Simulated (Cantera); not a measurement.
# Cu + H2O + N2 (metals in furnace atmospheres)

Feed: 1 mol Cu, 0.35 mol H2O, 5.1 mol N2, equilibrated at 975 °C and 10.0 mbar.

Equilibrium computed with Cantera from the NASA thermochemical tables; the gas is ideal and each condensed phase is pure. Candidate condensed phases: Cu, CuO, Cu(OH)2, Cu2O, H2O; 27 gas species. Equilibrium is a limit: real reactors are often held back by kinetics, nucleation or transport.

```json
{
  "x(N2)": "0.936",
  "x(H2O)": "0.0642",
  "x(H2)": "1.04e-5",
  "x(Cu)": "4.42e-6",
  "x(O2)": "4.26e-6",
  "x(NO)": "1.37e-6",
  "n(Cu(s))": "1.000 mol",
  "gas_amount": "5.450 mol",
  "log10 activity of Cu(OH)2(s) (absent)": "-8.49"
}
```
